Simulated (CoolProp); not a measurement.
Aqueous ammonia as a coolant, at 8 °C, 1 atm.

Values from CoolProp's Melinder's fits for secondary coolants.

```tsv
mass %	freezing point (°C)	viscosity (mPa s)	Prandtl number	conductivity (W/(m K))	density (kg/m³)
5.8	-7.2	1.51	11.8	0.536	976.3
7.7	-9.9	1.53	12.3	0.524	969.2
9.5	-12.8	1.55	12.7	0.513	962.6
11.3	-15.9	1.59	13.3	0.502	956.3
13.1	-19.3	1.63	13.9	0.492	950.2
15	-23.3	1.68	14.7	0.482	944.0
16.8	-27.5	1.72	15.3	0.473	938.3
18.6	-32.3	1.75	15.9	0.464	932.6
20.5	-38.1	1.77	16.4	0.456	926.8
22.3	-44.3	1.78	16.7	0.449	921.4
24.1	-51.5	1.77	16.9	0.444	916.1
```
